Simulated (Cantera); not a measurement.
A closed system holds: 1 mol CH3SiH3, 610 mol H2, at 1998.15 K and 1.00 bar.

These are equilibrium values from Cantera (NASA tables, ideal gas, pure condensed phases), not measurements of a reactor. Candidate condensed phases: C, C6H6, C7H8, C8H18, Si, SiC; 87 gas species. The feed counts by its element totals alone. Gases not in the tables: Si2H6 and higher silanes. Kinetics and transport are ignored.

Base state: H2 0.998, H 0.00160, CH4 5.30e-5, SiH2 4.58e-5, Si 1.86e-5, SiH 1.27e-5, C2H2 (acetylene) 1.18e-5 (mole fractions); condensed: SiC(s).

Q: What changes in the equilibrium state with this change: temperature from 1998.15 K to 1423.15 K?

A: 
| species | before | after |
|---|---|---|
| H2 | 0.998 | 1.000 |
| CH4 | 5.30e-5 | 2.02e-5 |
| H | 0.00160 | 6.66e-6 |
| SiH2 | 4.58e-5 | 5.28e-7 |
| Si | 1.86e-5 | 1.53e-9 |
| C2H2 (acetylene) | 1.18e-5 | <1e-9 |
| SiH | 1.27e-5 | 6.87e-9 |
| SiC(s), mol | 0.952 | 0.988 |
| Si(s), mol | 0 | 0.0115 |
Mutual solubility and eutectic melting of coexisting phases are not modelled.
